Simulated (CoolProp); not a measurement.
Vapour pressure (MPa) of c-C4F8 (RC318): the reference equation beside estimates from Tc = 388.4 K, pc = 2.778 MPa, ω = 0.355. Clausius-Clapeyron is anchored at 279.7 K with a constant enthalpy of vaporisation of 22.40 kJ/mol.

The numbers come from the reference Helmholtz-energy equation of state, Platzer 1990 in CoolProp. This equation is an older, rougher fit; its heat capacities, sound speeds and derivatives of the liquid may be far off and weren't checked against measurements.

```csv
T (K),reference,Clausius-Clapeyron,van der Waals,Redlich-Kwong,Soave-Redlich-Kwong,Peng-Robinson
258.8,0.07068,0.07605,0.4310,0.1580,0.07062,0.07108
265.8,0.09568,0.1000,0.4958,0.2002,0.09561,0.09581
272.8,0.1272,0.1298,0.5667,0.2500,0.1271,0.1269
279.7,0.1655,0.1655,0.6427,0.3073,0.1656,0.1648
286.7,0.2131,0.2094,0.7263,0.3745,0.2133,0.2118
293.6,0.2695,0.2612,0.8152,0.4502,0.2701,0.2676
300.6,0.3377,0.3234,0.9123,0.5375,0.3390,0.3353
307.6,0.4183,0.3966,1.016,0.6358,0.4204,0.4153
314.5,0.5110,0.4806,1.126,0.7444,0.5144,0.5078
321.5,0.6201,0.5792,1.245,0.8668,0.6252,0.6168
328.4,0.7438,0.6907,1.369,1.000,0.7510,0.7408
335.4,0.8872,0.8197,1.503,1.149,0.8970,0.8851
```

Absolute difference from the reference over all 12 rows, mean and median: Clausius-Clapeyron 4.6 and 4.9 %, van der Waals 224.4 and 186.3 %, Redlich-Kwong 68.2 and 63.1 %, Soave-Redlich-Kwong 0.4 and 0.3 %, Peng-Robinson 0.5 and 0.5 %.
